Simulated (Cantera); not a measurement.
Adiabatic ignition

An adiabatic, constant-volume homogeneous reactor starts with CH₄ : O₂ : N₂ = 1 : 5.13 : 13.3 (molar parts), equivalence ratio 0.39, at 1498 K and 1.00 bar.

Cantera simulation using GRI-Mech 3.0 (53 species, 325 reactions); the numbers are that mechanism's predictions, not measurements.

```json
[
 {"t (s)": "6.00e-6", "T (K)": "1498", "P (bar)": "1.000", "x CH₄": "0.0515", "x O₂": "0.264", "x CH₂O": "1.29e-8", "x CH₂": "<1e-12", "x H": "6.47e-9"},
 {"t (s)": "1.30e-5", "T (K)": "1498", "P (bar)": "1.000", "x CH₄": "0.0515", "x O₂": "0.264", "x CH₂O": "6.64e-8", "x CH₂": "<1e-12", "x H": "7.37e-9"},
 {"t (s)": "2.81e-5", "T (K)": "1498", "P (bar)": "1.000", "x CH₄": "0.0515", "x O₂": "0.264", "x CH₂O": "3.48e-7", "x CH₂": "<1e-12", "x H": "9.64e-9"},
 {"t (s)": "6.10e-5", "T (K)": "1498", "P (bar)": "1.000", "x CH₄": "0.0515", "x O₂": "0.264", "x CH₂O": "1.99e-6", "x CH₂": "3.98e-12", "x H": "1.64e-8"},
 {"t (s)": "0.000132", "T (K)": "1498", "P (bar)": "1.00", "x CH₄": "0.0514", "x O₂": "0.264", "x CH₂O": "1.36e-5", "x CH₂": "4.23e-11", "x H": "4.53e-8"},
 {"t (s)": "0.000286", "T (K)": "1499", "P (bar)": "1.00", "x CH₄": "0.0512", "x O₂": "0.264", "x CH₂O": "0.000128", "x CH₂": "9.94e-10", "x H": "2.85e-7"},
 {"t (s)": "0.000619", "T (K)": "1565", "P (bar)": "1.05", "x CH₄": "0.0420", "x O₂": "0.256", "x CH₂O": "0.00243", "x CH₂": "4.02e-7", "x H": "3.10e-5"},
 {"t (s)": "0.00134", "T (K)": "2614", "P (bar)": "1.77", "x CH₄": "<1e-12", "x O₂": "0.154", "x CH₂O": "7.21e-12", "x CH₂": "<1e-12", "x H": "0.00130"},
 {"t (s)": "0.00291", "T (K)": "2605", "P (bar)": "1.76", "x CH₄": "<1e-12", "x O₂": "0.151", "x CH₂O": "6.78e-12", "x CH₂": "<1e-12", "x H": "0.00124"},
 {"t (s)": "0.00629", "T (K)": "2593", "P (bar)": "1.75", "x CH₄": "<1e-12", "x O₂": "0.148", "x CH₂O": "6.28e-12", "x CH₂": "<1e-12", "x H": "0.00117"},
 {"t (s)": "0.0136", "T (K)": "2587", "P (bar)": "1.75", "x CH₄": "<1e-12", "x O₂": "0.146", "x CH₂O": "6.01e-12", "x CH₂": "<1e-12", "x H": "0.00112"},
 {"t (s)": "0.0295", "T (K)": "2586", "P (bar)": "1.75", "x CH₄": "<1e-12", "x O₂": "0.146", "x CH₂O": "5.97e-12", "x CH₂": "<1e-12", "x H": "0.00112"},
 {"t (s)": "0.0639", "T (K)": "2586", "P (bar)": "1.75", "x CH₄": "<1e-12", "x O₂": "0.146", "x CH₂O": "5.97e-12", "x CH₂": "<1e-12", "x H": "0.00112"},
 {"t (s)": "0.139", "T (K)": "2586", "P (bar)": "1.75", "x CH₄": "<1e-12", "x O₂": "0.146", "x CH₂O": "5.97e-12", "x CH₂": "<1e-12", "x H": "0.00112"},
 {"t (s)": "0.300", "T (K)": "2586", "P (bar)": "1.75", "x CH₄": "<1e-12", "x O₂": "0.146", "x CH₂O": "5.97e-12", "x CH₂": "<1e-12", "x H": "0.00112"}
]
```
x: mole fraction; the columns are a selection and need not sum to one.

* **time of steepest temperature rise**: 0.670 ms
* **temperature at 0.300 s**: 2586 K
* **equilibrium temperature**: 2586 K
* **x(CH₄) at 0.300 s**: <1e-12 (gas-phase equilibrium <1e-12)
* **x(O₂) at 0.300 s**: 0.146 (gas-phase equilibrium 0.146)
* **x(CH₂O) at 0.300 s**: 5.97e-12 (gas-phase equilibrium 5.97e-12)
